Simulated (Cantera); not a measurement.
Charge: 1 mol Si, 2.2 mol O2, 1.7 mol N2, 0.0016 mol H2O, at 10.0 mbar.

Method: chemical equilibrium by Gibbs-energy minimisation in Cantera with the NASA 1993 tables (ideal gas, pure condensed phases). Candidate condensed phases: H2O, Si, SiO2, Si2N2O, Si3N4; 35 gas species. The tables hold silica as quartz up to 1696 K and as liquid above; real silica turns to tridymite and cristobalite and melts near 1996 K. Equilibrium is a limit: real reactors are often held back by kinetics, nucleation or transport.

Problem. At 1648 K, list the 4 most abundant gas species with their mole fractions, and the condensed phases.

Solution. N2 0.584, O2 0.412, NO 0.00285, H2O 0.000517. Condensed: SiO2(β-quartz).
